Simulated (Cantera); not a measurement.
**Thermodynamics of aluminium nitride and oxide growth, feed Al(CH₃)₃ + NH₃ + H₂ + O₂**

Input: 1 mol Al(CH₃)₃, 0.31 mol NH₃, a varied amount of H₂, 11 mol O₂, at 1448.15 K and 18.0 mbar.

Method: chemical equilibrium by Gibbs-energy minimisation in Cantera with the NASA 1993 tables (ideal gas, pure condensed phases). Candidate condensed phases: Al, AlN, Al₂O₃, C, C₆H₆, C₇H₈, C₈H₁₈, H₂O; 148 gas species. The feed counts by its element totals alone. Gases not in the tables: Al(OH)₃. The numbers say what is thermodynamically allowed, not how fast it happens.

From 6.4 mol H₂ to 33 mol H₂ the condensed part is Al₂O₃(s).

```json
[
 {"n(H₂) (mol)": "6.4", "x H₂O": "0.706", "x H₂": "1.56e-5", "x CO₂": "0.186", "x O₂": "0.0973", "x CO": "9.74e-6", "n Al₂O₃(s)": "0.500"},
 {"n(H₂) (mol)": "9", "x H₂O": "0.803", "x H₂": "4.46e-5", "x CO₂": "0.173", "x O₂": "0.0154", "x CO": "2.27e-5", "n Al₂O₃(s)": "0.500"},
 {"n(H₂) (mol)": "12", "x H₂O": "0.753", "x H₂": "0.0897", "x CO₂": "0.116", "x O₂": "3.34e-9", "x CO": "0.0328", "n Al₂O₃(s)": "0.500"},
 {"n(H₂) (mol)": "14", "x H₂O": "0.702", "x H₂": "0.155", "x CO₂": "0.0890", "x O₂": "9.68e-10", "x CO": "0.0466", "n Al₂O₃(s)": "0.500"},
 {"n(H₂) (mol)": "17", "x H₂O": "0.634", "x H₂": "0.241", "x CO₂": "0.0629", "x O₂": "3.28e-10", "x CO": "0.0566", "n Al₂O₃(s)": "0.500"},
 {"n(H₂) (mol)": "20", "x H₂O": "0.576", "x H₂": "0.312", "x CO₂": "0.0467", "x O₂": "1.61e-10", "x CO": "0.0600", "n Al₂O₃(s)": "0.500"},
 {"n(H₂) (mol)": "22", "x H₂O": "0.542", "x H₂": "0.353", "x CO₂": "0.0391", "x O₂": "1.11e-10", "x CO": "0.0605", "n Al₂O₃(s)": "0.500"},
 {"n(H₂) (mol)": "25", "x H₂O": "0.498", "x H₂": "0.407", "x CO₂": "0.0308", "x O₂": "7.06e-11", "x CO": "0.0598", "n Al₂O₃(s)": "0.500"},
 {"n(H₂) (mol)": "28", "x H₂O": "0.460", "x H₂": "0.453", "x CO₂": "0.0249", "x O₂": "4.87e-11", "x CO": "0.0582", "n Al₂O₃(s)": "0.500"},
 {"n(H₂) (mol)": "30", "x H₂O": "0.437", "x H₂": "0.480", "x CO₂": "0.0218", "x O₂": "3.92e-11", "x CO": "0.0569", "n Al₂O₃(s)": "0.500"},
 {"n(H₂) (mol)": "33", "x H₂O": "0.407", "x H₂": "0.516", "x CO₂": "0.0182", "x O₂": "2.95e-11", "x CO": "0.0547", "n Al₂O₃(s)": "0.500"}
]
```
x: gas mole fraction; n: condensed amount in mol.
